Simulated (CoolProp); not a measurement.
Vapour-liquid equilibrium of R152A (1) + n-pentane (2) at 330.9 K; x and y are mole fractions of (1).

The numbers come from the multi-fluid Helmholtz-energy mixture model, Outcalt 1996 and Thol 2019; pair parameters Bell 2016 in CoolProp.

| x | bubble pressure (bar) | y at the bubble point | dew pressure at overall composition x (bar) | liquid density (mol/L) |
|---|---|---|---|---|
| 0.05 | 3.607 | 0.440 | 2.118 | 8.260 |
| 0.125 | 5.571 | 0.641 | 2.304 | 8.451 |
| 0.2 | 7.094 | 0.723 | 2.523 | 8.648 |
| 0.275 | 8.268 | 0.768 | 2.787 | 8.854 |
| 0.35 | 9.183 | 0.797 | 3.110 | 9.071 |
| 0.425 | 9.918 | 0.818 | 3.515 | 9.302 |
| 0.5 | 10.54 | 0.836 | 4.037 | 9.550 |
| 0.575 | 11.10 | 0.852 | 4.736 | 9.821 |
| 0.65 | 11.63 | 0.869 | 5.711 | 10.12 |
| 0.725 | 12.16 | 0.887 | 7.145 | 10.46 |
| 0.8 | 12.71 | 0.909 | 9.295 | 10.84 |
| 0.875 | 13.28 | 0.936 | 11.82 | 11.29 |
| 0.95 | 13.86 | 0.971 | 13.53 | 11.81 |

No azeotrope shows between x = 0.05 and 0.95.

Pair parameters are fitted to limited data, so mixtures are less certain than the pure fluids. With so large a gap from Raoult's law the liquid may split in two, which this calculation doesn't test in full.
